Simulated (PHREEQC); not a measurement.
A solution holds 0.95 mol/kgw HCl, 0.042 mol/kgw ZnSO4 and 0.00083 mol/kgw Fe2(SO4)3, at 20 °C. Closed to the air; pH follows from the charge balance.

Model: ion-association model, wateq4f.dat, run in PHREEQC.

Each row changes one thing in this solution. No solid was allowed to form.

| case | pH | ionic strength (mol/kgw) | HSO4- (mol/kgw) | Zn+2 (mol/kgw) | ZnCl+ (mol/kgw) | ZnCl3- (mol/kgw) | SI of Goslarite (ZnSO4:7H2O) | SI of Zincite(c) (ZnO) |
|---|---|---|---|---|---|---|---|---|
| as made | 0.17 | 0.998 | 0.0411 | 0.0234 | 0.00950 | 0.00320 | -3.77 | -13.40 |
| temperature from 20 to 60 °C | 0.18 | 0.961 | 0.0431 | 0.00852 | 0.0150 | 0.00628 | -4.95 | -11.91 |
| temperature from 20 to 50 °C | 0.18 | 0.968 | 0.0427 | 0.0112 | 0.0143 | 0.00570 | -4.64 | ___ |
| HCl from 0.95 to 0.855 mol/kgw | 0.22 | 0.908 | 0.0407 | 0.0250 | 0.00938 | 0.00261 | -3.68 | -13.27 |
| Fe2(SO4)3 from 0.00083 to 0.00415 mol/kgw | 0.17 | 1.01 | 0.0492 | 0.0235 | 0.00946 | 0.00314 | -3.69 | -13.39 |
| Fe2(SO4)3 from 0.00083 to 0.000747 mol/kgw | 0.17 | 0.998 | 0.0409 | 0.0234 | 0.00950 | 0.00320 | ___ | -13.40 |
| Fe2(SO4)3 left out | 0.17 | 0.996 | 0.0390 | 0.0233 | 0.00951 | 0.00321 | -3.80 | -13.40 |

### Question
What belongs in the gaps?

### Answer

- temperature from 20 to 50 °C, SI of Zincite(c) (ZnO): -12.22
- Fe2(SO4)3 from 0.00083 to 0.000747 mol/kgw, SI of Goslarite (ZnSO4:7H2O): -3.78

The ionic strength passes 0.7 mol/kgw, the rough limit of the ion-association models, in every such run. Constants without temperature data keep their 25 °C values here.
